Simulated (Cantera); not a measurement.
Input: 1 mol PbO, 2 mol CO, 2.4 mol H2, at 873.15 K and 460 Pa.

Equilibrium computed with Cantera from the NASA thermochemical tables; the gas is ideal and each condensed phase is pure. Candidate condensed phases: C, C6H6, C7H8, C8H18, H2O, Pb, PbO, PbO2, Pb3O4; 113 gas species. Rates play no part.

Base state: H2 0.464, CO 0.309, CO2 0.145, H2O 0.0818, Pb 0.000139, CH4 1.51e-5 (mole fractions); condensed: Pb(l).

**Question.** What changes in the equilibrium state with this change: CO from 2 to 0.071 mol?

**Answer.** 
```tsv
species	before	after
H2	0.464	0.585
H2O	0.0818	0.386
CO2	0.145	0.0183
CO	0.309	0.0104
Pb	0.000139	0.000139
CH4	1.51e-5	2.16e-7
Pb(l), mol	0.999	1.000
```
